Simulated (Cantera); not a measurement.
Input: 1 mol MgO, a varied amount of F₂, at 1000 °C and 0.000200 bar.

Method: chemical equilibrium by Gibbs-energy minimisation in Cantera with the NASA 1993 tables (ideal gas, pure condensed phases). Candidate condensed phases: Mg, MgF₂, MgO; 14 gas species. Mutual solubility and eutectic melting of coexisting phases are not modelled. Equilibrium is a limit: real reactors are often held back by kinetics, nucleation or transport.

Which condensed phases are stable at each of these points (n(F₂) (mol)): 0.66, 2.1, 3.6, 5.1, 6.5, 8, 9.5, 11, 12, 14, 15, 17, 18?


```csv
n(F₂) (mol),condensed phases,Mg condensed (%)
0.66,MgF₂(s) + MgO(s),100.0
2.1,MgF₂(s),99.6
3.6,MgF₂(s),99.2
5.1,MgF₂(s),98.9
6.5,MgF₂(s),98.5
8,MgF₂(s),98.1
9.5,MgF₂(s),97.7
11,MgF₂(s),97.3
12,MgF₂(s),97.0
14,MgF₂(s),96.5
15,MgF₂(s),96.2
17,MgF₂(s),95.7
18,MgF₂(s),95.4
```

At 0.66 mol F₂ the condensed part is MgF₂(s) + MgO(s). From 2.1 mol F₂ to 18 mol F₂ the condensed part is MgF₂(s).
